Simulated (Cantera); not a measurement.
A perfectly stirred reactor is fed with CO : O₂ : H₂O : N₂ = 0.02 : 0.071 : 0.003 : 1 (molar parts), at 1.01 bar; it is held at 1450 K, and followed from long to short residence time.

Detailed kinetics in Cantera: GRI-Mech 3.0 (53 species, 325 reactions).

Task: What does this change do: temperature 1450 to 1050 K?

Result: 
```
quantity                 before    after
---------------------  --------  -------
x(CO) at τ = 1.10 s    0.000126  0.00278
x(O₂) at τ = 1.10 s      0.0563   0.0576
x(H₂O) at τ = 1.10 s    0.00274  0.00276
x(H₂) at τ = 1.10 s     8.92e-7  3.02e-6
x(NO) at τ = 1.10 s     8.80e-6  6.82e-8
x(CO) at τ = 18.0 ms    0.00192   0.0162
x(O₂) at τ = 18.0 ms     0.0569   0.0639
x(H₂O) at τ = 18.0 ms   0.00265  0.00273
x(H₂) at τ = 18.0 ms    1.24e-5  1.13e-5
x(NO) at τ = 18.0 ms    2.96e-6  1.07e-9
```

Task: What does this change do: 0.043 parts CH4 added?

Result: 
```csv
quantity,before,after
x(CO) at τ = 1.10 s,0.000126,0.0211
x(O₂) at τ = 1.10 s,0.0563,0.000805
x(H₂O) at τ = 1.10 s,0.00274,0.0601
x(H₂) at τ = 1.10 s,8.92e-7,0.0130
x(NO) at τ = 1.10 s,8.80e-6,1.12e-7
x(CO) at τ = 18.0 ms,0.00192,0.0301
x(O₂) at τ = 18.0 ms,0.0569,0.00606
x(H₂O) at τ = 18.0 ms,0.00265,0.0594
x(H₂) at τ = 18.0 ms,1.24e-5,0.0119
x(NO) at τ = 18.0 ms,2.96e-6,7.21e-7
```
The temperature is held fixed by assumption; the heat of reaction is taken as removed at once.
